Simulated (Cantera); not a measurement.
A closed system holds: 1 mol MgO, 1.1 mol HCl, equilibrated at 750 Torr.

Equilibrium computed with Cantera from the NASA thermochemical tables; the gas is ideal and each condensed phase is pure. Candidate condensed phases: H2O, Mg, MgCl2, MgO, Mg(OH)2; 22 gas species. Mutual solubility and eutectic melting of coexisting phases are not modelled. Equilibrium is a limit: real reactors are often held back by kinetics, nucleation or transport.

**Question.** Which condensed phases are stable at each of these points (T (°C)): 827, 877, 927, 977, 1027, 1077, 1127, 1177, 1227?

**Answer.** 
```json
[
 {"T (°C)": "827", "condensed phases": "MgCl2(l) + MgO(s)", "Mg condensed (%)": "99.8"},
 {"T (°C)": "877", "condensed phases": "MgCl2(l) + MgO(s)", "Mg condensed (%)": "99.6"},
 {"T (°C)": "927", "condensed phases": "MgCl2(l) + MgO(s)", "Mg condensed (%)": "99.1"},
 {"T (°C)": "977", "condensed phases": "MgCl2(l) + MgO(s)", "Mg condensed (%)": "98.1"},
 {"T (°C)": "1027", "condensed phases": "MgO(s)", "Mg condensed (%)": "96.7"},
 {"T (°C)": "1077", "condensed phases": "MgO(s)", "Mg condensed (%)": "95.9"},
 {"T (°C)": "1127", "condensed phases": "MgO(s)", "Mg condensed (%)": "95.0"},
 {"T (°C)": "1177", "condensed phases": "MgO(s)", "Mg condensed (%)": "93.9"},
 {"T (°C)": "1227", "condensed phases": "MgO(s)", "Mg condensed (%)": "92.8"}
]
```

From 827 °C to 977 °C the condensed part is MgCl2(l) + MgO(s). From 1027 °C to 1227 °C the condensed part is MgO(s).
